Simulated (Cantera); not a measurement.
A closed system holds: 1 mol SiCl4, 3 mol NH3, a varied amount of H2, 29 mol N2, at 2148 K and 0.133 bar.

Equilibrium computed with Cantera from the NASA thermochemical tables; the gas is ideal and each condensed phase is pure. Candidate condensed phases: NH4Cl, Si, Si3N4; 28 gas species. The tables' values for SiCl, SiCl3, SiN are old estimates; treat these amounts as uncertain. Gases not in the tables: Si2H6 and higher silanes. Equilibrium is a limit: real reactors are often held back by kinetics, nucleation or transport.

x: gas mole fraction; n: condensed amount in mol.

| n(H2) (mol) | x N2 | x H2 | x HCl | x SiCl2 | x H | x Si | n Si(l) |
|---|---|---|---|---|---|---|---|
| 0.41 | 0.812 | 0.102 | 0.0540 | 0.0249 | 0.00364 | ___ | 0 |
| 0.95 | 0.801 | 0.114 | 0.0536 | 0.0244 | 0.00386 | ___ | 0 |
| 2.2 | 0.775 | 0.142 | 0.0526 | 0.0233 | 0.00430 | ___ | 0 |
| 5.2 | 0.719 | 0.201 | 0.0504 | 0.0209 | 0.00512 | ___ | 0 |
| 12 | 0.619 | 0.307 | 0.0484 | 0.0155 | 0.00633 | 0.00165 | 0.0821 |
| 28 | 0.466 | 0.471 | 0.0436 | 0.00820 | 0.00783 | 0.00165 | 0.275 |
| 65 | 0.297 | 0.656 | 0.0319 | 0.00316 | 0.00924 | 0.00165 | 0.401 |

### Question
Complete the blanks.

### Answer

- 0.41, x Si: 0.000705
- 0.95, x Si: 0.000787
- 2.2, x Si: 0.000965
- 5.2, x Si: 0.00134
